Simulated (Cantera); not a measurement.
Input: 1 mol FeS2, 1.4 mol O2, 0.19 mol CO2, at 1275 K.

Method: chemical equilibrium by Gibbs-energy minimisation in Cantera with the NASA 1993 tables (ideal gas, pure condensed phases). Candidate condensed phases: C, Fe, Fe(CO)5, FeO, FeS, FeSO4, FeS2, Fe2O3, Fe2(SO4)3, Fe3O4, S; 25 gas species. Metal and sulfide melt together well below either melting point, which pure phases cannot show. Mutual solubility and eutectic melting of coexisting phases are not modelled. The tables' stoichiometric FeO is somewhat more stable than real wüstite, so its field is too wide. FeO, FeS: taken at fixed stoichiometry. Gases not in the tables: S3 to S7. Rates play no part.

Task: Which condensed phases are stable at each of these points (P (Pa)): 1000, 2600, 6700, 17000, 45000, 120000, 300000, 770000, 2000000?

Result: 
```json
[
 {"P (Pa)": "1000", "condensed phases": "FeO(s) + FeS(s)", "Fe condensed (%)": "100.0"},
 {"P (Pa)": "2600", "condensed phases": "FeS(s) + Fe3O4(s)", "Fe condensed (%)": "100.0"},
 {"P (Pa)": "6700", "condensed phases": "FeS(s) + Fe3O4(s)", "Fe condensed (%)": "100.0"},
 {"P (Pa)": "17000", "condensed phases": "FeS(s) + Fe3O4(s)", "Fe condensed (%)": "100.0"},
 {"P (Pa)": "45000", "condensed phases": "FeS(s) + Fe3O4(s)", "Fe condensed (%)": "100.0"},
 {"P (Pa)": "120000", "condensed phases": "FeS(s) + Fe3O4(s)", "Fe condensed (%)": "100.0"},
 {"P (Pa)": "300000", "condensed phases": "FeS(s) + Fe3O4(s)", "Fe condensed (%)": "100.0"},
 {"P (Pa)": "770000", "condensed phases": "FeS(s) + Fe3O4(s)", "Fe condensed (%)": "100.0"},
 {"P (Pa)": "2000000", "condensed phases": "FeS(s) + Fe3O4(s)", "Fe condensed (%)": "100.0"}
]
```

At 1000 Pa the condensed part is FeO(s) + FeS(s). From 2600 Pa to 2000000 Pa the condensed part is FeS(s) + Fe3O4(s).
